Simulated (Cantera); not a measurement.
**Silicon epitaxy and polysilicon growth: SiHCl3 + Cl2 + H2**

A closed system holds: 1 mol SiHCl3, a varied amount of Cl2, 4.3 mol H2, held at 627 °C and 34.0 mbar.

Cantera equilibrium calculation (NASA polynomials, part measured and part estimated; ideal gas, pure solids and liquids). Candidate condensed phases: Si; 19 gas species. The tables' values for SiCl3 are old estimates; treat these amounts as uncertain. Kinetics and transport are ignored.

From 0.036 mol Cl2 to 0.32 mol Cl2 the condensed part is Si(s). At 0.46 mol Cl2 nothing is condensed. The main Si-bearing gas is SiCl4 throughout. The share of Si in condensed phases is highest at 0.036 mol Cl2 (20.7 %) and lowest at 0.46 mol Cl2 (0.0 %).

| n(Cl2) (mol) | x H2 | x SiCl4 | x SiHCl3 | x HCl | x SiCl3 | x SiH2Cl2 | x SiCl2 | x SiH3Cl | n Si(s) |
|---|---|---|---|---|---|---|---|---|---|
| 0.036 | 0.847 | 0.115 | 0.0265 | 0.0104 | 0.000650 | 0.000579 | 0.000175 | 3.09e-6 | 0.207 |
| 0.052 | 0.845 | 0.116 | 0.0267 | 0.0105 | 0.000655 | 0.000581 | 0.000176 | 3.09e-6 | 0.198 |
| 0.075 | 0.843 | 0.118 | 0.0269 | 0.0105 | 0.000661 | 0.000584 | 0.000177 | 3.09e-6 | 0.187 |
| 0.11 | 0.841 | 0.120 | 0.0273 | 0.0105 | 0.000672 | 0.000588 | 0.000179 | 3.09e-6 | 0.169 |
| 0.15 | 0.837 | 0.123 | 0.0277 | 0.0106 | 0.000683 | 0.000592 | 0.000181 | 3.09e-6 | 0.148 |
| 0.22 | 0.832 | 0.128 | 0.0284 | 0.0106 | 0.000703 | 0.000599 | 0.000184 | 3.08e-6 | 0.112 |
| 0.32 | 0.824 | 0.134 | 0.0294 | 0.0107 | 0.000730 | 0.000609 | 0.000189 | 3.08e-6 | 0.0601 |
| 0.46 | 0.813 | 0.147 | 0.0255 | 0.0133 | 0.000637 | 0.000419 | 0.000132 | 1.68e-6 | 0 |
x: gas mole fraction; n: condensed amount in mol.
